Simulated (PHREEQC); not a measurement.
Model water analysis in mmol/kgw, 85 °C, pH 6.32, pe 8.5:

| constituent | mmol/kgw |
|---|---|
| Na | 0.698 |
| K | 0.00138 |
| Ca | 0.385 |
| Mg | 0.0618 |
| Cl | 0.321 |
| S(6) | 0.173 |
| Alkalinity (meq/kgw) | 0.909 |
| Cu(2) | 0.0344 |
| Pb | 0.000666 |

Valence states are taken as typed.

All values are PHREEQC results (ion-association model, wateq4f.dat), not measurements.

The ionic strength comes out as 0.00215 mol/kgw. What activity coefficients do Cu+2, Cu2(OH)2+2, CaHCO3+, K+, Cl- get?

Cu+2 0.80, Cu2(OH)2+2 0.79, CaHCO3+ 0.95, K+ 0.94, Cl- 0.94.

Precipitation was switched off in this run. Examples of supersaturated solids here: Malachite, Cu(OH)2. Others may be too. Complexes and solids missing from the database can't appear. At this temperature some constants are extrapolated from 25 °C, and those without enthalpy data are left unchanged.
